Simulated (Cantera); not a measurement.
**Ignition delay**

Mixture: CH3OH : O2 : N2 = 1 : 1.25 : 7.38 (molar parts), equivalence ratio 1.2, at 101000 Pa, adiabatic and at constant pressure. Ignition delay is the time to a rise of 400 K.

Detailed kinetics in Cantera: GRI-Mech 3.0 (53 species, 325 reactions). GRI-Mech 3.0 was tuned for natural gas; its chemistry of methanol as a main component is partial and can be far from experiment.

```tsv
T0 (K)	delay (ms)
1198	10.5
1298	2.35
1398	0.688
1498	0.253
1598	0.111
1698	0.0558
```

```yaml
apparent activation energy between 1498 and 1698 K: 160 kJ/mol
```
